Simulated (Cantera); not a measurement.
A Cantera script and what it prints.

```python
import numpy as np
import cantera as ct

gas_names = [...]  # 114 gases of nasa_gas.yaml made of C, Fe, H, O
cond_names = """
    C(gr) C6H6(L) C7H8(L) C8H18(L),n-octa Fe(a) Fe(c) Fe(d) Fe(L) FeC5O5(L) FeO(s) FeO(L) Fe(OH)2(s)
    Fe(OH)3(s) Fe2O3(s) Fe3O4(s) H2O(s) H2O(L)
""".split()


# ... load() reads the species with a 1 bar reference pressure and builds the phases ...
atoms = {
    'Fe2O3': {'Fe': 2, 'O': 3},
    'CH4': {'C': 1, 'H': 4},
    'CO': {'C': 1, 'O': 1},
}
top_T = {'C(gr)': 4500, 'Fe2O3(s)': 1830, 'Fe3O4(s)': 1870}  # K; cautious upper limits of use, not melting points


# ... equilibrate(T, P, feed) seeds the gas with the atoms and calls Mixture.equilibrate('TP', solver="vcs", rtol=1e-11, max_steps=5000) ...
results = []
feed = {'Fe2O3': 1, 'CH4': 3, 'CO': 0.031}  # mol
T = 2400  # K
P = 133.322  # Pa
mix = equilibrate(T, P, feed)
results.append((T, P, feed, dict(zip(mix.species_names, mix.species_moles))))
x = sorted(zip(gas.X, gas.species_names), reverse=True)
print(f"T = {T:g} K  P = {P:g} Pa  gas = {mix.phase_moles(0):.4g} mol")
print("   x: " + "  ".join(f"{s} {v:.3e}" for v, s in x if v > 0.0001))
print("   condensed (mol): " + ("  ".join(f"{mix.phase(i).name} {mix.phase_moles(i):.4g}"
      for i in range(1, mix.n_phases) if mix.phase_moles(i) > 1e-12) or "none"))
```

It prints:

```
T = 2400 K  P = 133.322 Pa  gas = 12.65 mol
   x: H2 3.461e-01  H 2.563e-01  CO 2.396e-01  Fe 1.581e-01
   condensed (mol): none
```

Cantera equilibrium calculation (NASA polynomials, part measured and part estimated; ideal gas, pure solids and liquids).
